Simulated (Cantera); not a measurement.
A perfectly stirred reactor is fed with 3.65 % H2, 73.0 % O2, 23.4 % N2, equivalence ratio 0.025, at 10.00 Torr; it is held at 950 K, and followed from long to short residence time.

Cantera simulation using the H2/O2 subset of GRI-Mech 3.0, which has no nitrogen chemistry; the numbers are that mechanism's predictions, not measurements. Radical loss at walls, strong at low pressure, is not modelled. The temperature is held fixed by assumption; the heat of reaction is taken as removed at once.

One state of this run: x H2 = 0.00685; x O2 = 0.718; x H2O2 = 1.82e-7; x H = 0.00507; x HO2 = 6.20e-6. x: mole fraction; the columns are a selection and need not sum to one.

### Question
Which value of τ (s) does it belong to?
(A) 0.12
(B) 1.2
(C) 0.038
(D) 0.012

### Answer
D, 0.012
